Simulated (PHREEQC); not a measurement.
A PHREEQC speciation (ion-association model, wateq4f.dat) at 50 °C gives pH 2.03 and these molalities:

```csv
species,mol/kgw
H3BO3,0.0128
H+,0.0103
BF4-,0.00612
HF,0.00543
H4SiO4,0.00319
SiF6-2,0.00141
BF3OH-,0.000683
BF2(OH)2-,0.000419
F-,0.000273
H2F2,3.00e-5
HF2-,6.44e-6
BF(OH)3-,1.78e-6
```

Question: What are the element totals, and what could have been dissolved in 1 kg of water to give them?

Answer: One answer among several that fit: totals B 0.0200, F 0.0416, Si 0.00460 mol/kgw, from 0.014 mol/kgw HF, 0.0046 mol/kgw H2SiF6 and 0.02 mol/kgw H3BO3.

No solid was allowed to form. Examples of supersaturated solids here: Quartz (slow to form), Chalcedony (slow to form). Others may be too. Constants without temperature data keep their 25 °C values here. SiF6-2 is the database's only silicon fluoride. Real BF4- forms and hydrolyses slowly; the run takes it at equilibrium.
